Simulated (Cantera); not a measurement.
A perfectly stirred reactor is fed with 1.04 % C2H4, 99.0 % H2, at 1.01 bar; it is held at 1600 K, and followed from long to short residence time.

Model: GRI-Mech 3.0 (53 species, 325 reactions), integrated in Cantera. GRI-Mech 3.0 was tuned for natural gas; its chemistry of ethylene as a main component is partial and can be far from experiment. GRI-Mech 3.0 stops at C3 and has no aromatics, soot or wall deposition, so with more carbon than oxygen in the feed, carbon stays in small species such as C2H2 where larger ones or solid carbon would form.

x: mole fraction; the columns are a selection and need not sum to one.

```json
[
 {"τ (s)": "5.8", "x C2H4": "0.000341", "x H2": "0.982", "x H": "5.44e-5", "x CH4": "0.0140", "x C2H2": "…", "x CH2": "8.16e-10"},
 {"τ (s)": "1.3", "x C2H4": "0.000501", "x H2": "0.984", "x H": "5.59e-5", "x CH4": "0.0109", "x C2H2": "…", "x CH2": "6.73e-10"},
 {"τ (s)": "0.27", "x C2H4": "0.000813", "x H2": "0.987", "x H": "6.16e-5", "x CH4": "0.00540", "x C2H2": "…", "x CH2": "4.18e-10"},
 {"τ (s)": "0.060", "x C2H4": "0.00116", "x H2": "0.989", "x H": "7.25e-5", "x CH4": "0.00210", "x C2H2": "0.00813", "x CH2": "2.49e-10"},
 {"τ (s)": "0.013", "x C2H4": "0.00196", "x H2": "0.989", "x H": "8.07e-5", "x CH4": "0.000862", "x C2H2": "0.00794", "x CH2": "1.75e-10"},
 {"τ (s)": "0.0028", "x C2H4": "0.00447", "x H2": "0.989", "x H": "7.53e-5", "x CH4": "0.000387", "x C2H2": "…", "x CH2": "1.85e-10"},
 {"τ (s)": "0.00061", "x C2H4": "0.00863", "x H2": "0.990", "x H": "4.34e-5", "x CH4": "8.49e-5", "x C2H2": "…", "x CH2": "1.58e-10"},
 {"τ (s)": "0.00013", "x C2H4": "0.0103", "x H2": "0.990", "x H": "1.04e-6", "x CH4": "3.09e-7", "x C2H2": "…", "x CH2": "4.29e-12"}
]
```

What belongs in the gaps?


- 5.8, x C2H2: 0.00309
- 1.3, x C2H2: 0.00448
- 0.27, x C2H2: 0.00686
- 0.0028, x C2H2: 0.00568
- 0.00061, x C2H2: 0.00171
- 0.00013, x C2H2: 0.000100
